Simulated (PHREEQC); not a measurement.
0.054 g of hydrous ferric oxide (600 m²/g; 0.2 weak and 0.005 strong sites per Fe, Dzombak-Morel constants, diffuse double layer) in 1 kg of water with 0.01 mol/kgw of an inert sodium salt and 0.00011 mol Na2SeO4, at 25 °C; the pH is set by adding NaOH or the inert anion's acid. Oxygen is held at 0.21 atm. CO2 from the air is kept out. No solid was allowed to form.

The numbers come from PHREEQC with the ion-association model, wateq4f.dat.

```json
[
 {"pH": "4", "Se sorbed (%)": "45.3", "surface charge σ (C/m²)": "0.052", "surface potential ψ (mV)": "112"},
 {"pH": "4.67", "Se sorbed (%)": "39.5", "surface charge σ (C/m²)": "0.047", "surface potential ψ (mV)": "106"},
 {"pH": "5.33", "Se sorbed (%)": "…", "surface charge σ (C/m²)": "…", "surface potential ψ (mV)": "97"},
 {"pH": "6", "Se sorbed (%)": "17.2", "surface charge σ (C/m²)": "0.029", "surface potential ψ (mV)": "83"},
 {"pH": "6.67", "Se sorbed (%)": "6.5", "surface charge σ (C/m²)": "…", "surface potential ψ (mV)": "67"},
 {"pH": "7.33", "Se sorbed (%)": "1.0", "surface charge σ (C/m²)": "0.011", "surface potential ψ (mV)": "41"},
 {"pH": "8", "Se sorbed (%)": "…", "surface charge σ (C/m²)": "0.001", "surface potential ψ (mV)": "6"},
 {"pH": "8.67", "Se sorbed (%)": "0.0", "surface charge σ (C/m²)": "…", "surface potential ψ (mV)": "-31"},
 {"pH": "9.33", "Se sorbed (%)": "0.0", "surface charge σ (C/m²)": "…", "surface potential ψ (mV)": "-66"},
 {"pH": "10", "Se sorbed (%)": "0.0", "surface charge σ (C/m²)": "-0.041", "surface potential ψ (mV)": "-100"},
 {"pH": "10.67", "Se sorbed (%)": "0.0", "surface charge σ (C/m²)": "…", "surface potential ψ (mV)": "-130"},
 {"pH": "11.33", "Se sorbed (%)": "0.0", "surface charge σ (C/m²)": "-0.132", "surface potential ψ (mV)": "-154"},
 {"pH": "12", "Se sorbed (%)": "0.0", "surface charge σ (C/m²)": "-0.229", "surface potential ψ (mV)": "-168"}
]
```

Q: Some entries are withheld; supply them.

A: 
- 5.33, Se sorbed (%): 29.5
- 5.33, surface charge σ (C/m²): 0.038
- 6.67, surface charge σ (C/m²): 0.020
- 8, Se sorbed (%): 0.1
- 8.67, surface charge σ (C/m²): -0.008
- 9.33, surface charge σ (C/m²): -0.020
- 10.67, surface charge σ (C/m²): -0.076

Complexes and solids missing from the database can't appear.
